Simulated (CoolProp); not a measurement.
The fluid at 298.15 K and 0.116 MPa is compressed adiabatically to 0.607 MPa with isentropic efficiency 0.85. The same conditions are run with several fluids, on thermodynamics alone (safety and materials aside).

Values from CoolProp's reference Helmholtz-energy equation of state of each fluid (sulfur dioxide: Gao 2016; carbon dioxide: Span 1996; methane: Setzmann 1991; isobutane: Bücker 2006; R114: Platzer 1990). The equations of Platzer and Polt are older, rougher fits.

Problem. Rank sulfur dioxide, carbon dioxide, methane, isobutane, R114 by work (kJ/kg), highest first.

Solution. methane (363), carbon dioxide (131), sulfur dioxide (87.4), isobutane (84.0), R114 (27.8)

```json
[
 {"fluid": "sulfur dioxide", "final temperature (K)": "434.2", "final density (kg/m³)": "11.1"},
 {"fluid": "carbon dioxide", "final temperature (K)": "443.1", "final density (kg/m³)": "7.31"},
 {"fluid": "methane", "final temperature (K)": "447.1", "final density (kg/m³)": "2.62"},
 {"fluid": "isobutane", "final temperature (K)": "351.8", "final density (kg/m³)": "13.4"},
 {"fluid": "R114", "final temperature (K)": "344.7", "final density (kg/m³)": "41.7"}
]
```
